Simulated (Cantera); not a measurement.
A closed system holds: 1 mol Fe2O3, 0.61 mol Cl2, 0.23 mol H2, held at 1723.15 K and 0.110 bar.

Method: chemical equilibrium by Gibbs-energy minimisation in Cantera with the NASA 1993 tables (ideal gas, pure condensed phases). Candidate condensed phases: Fe, FeCl2, FeCl3, FeO, Fe(OH)2, Fe(OH)3, Fe2O3, Fe3O4, H2O; 22 gas species. The numbers say what is thermodynamically allowed, not how fast it happens.

Base state: O2 0.311, HCl 0.294, FeCl2 0.286, Cl 0.0573, H2O 0.0347, FeCl3 0.00894, Cl2 0.00770, OH 0.000479 (mole fractions); condensed: Fe3O4(s).

Q: What changes in the equilibrium state with this change: Fe2O3 replaced by Al2O3?

A: 
| species | before | after |
|---|---|---|
| HCl | 0.294 | 0.463 |
| Cl | 0.0573 | 0.296 |
| Cl2 | 0.00770 | 0.206 |
| O2 | 0.311 | 0.0143 |
| FeCl2 | 0.286 | 0 |
| AlCl3 | 0 | 0.0197 |
| H2O | 0.0347 | 0.000688 |
| FeCl3 | 0.00894 | 0 |
| Fe2Cl4 | 8.38e-5 | 0 |
| OH | 0.000479 | 3.12e-5 |
| Fe3O4(s), mol | 0.543 | 0 |
| Al2O3(s), mol | 0 | 0.990 |
Further candidate phases: Al, AlCl3, Al2O3.
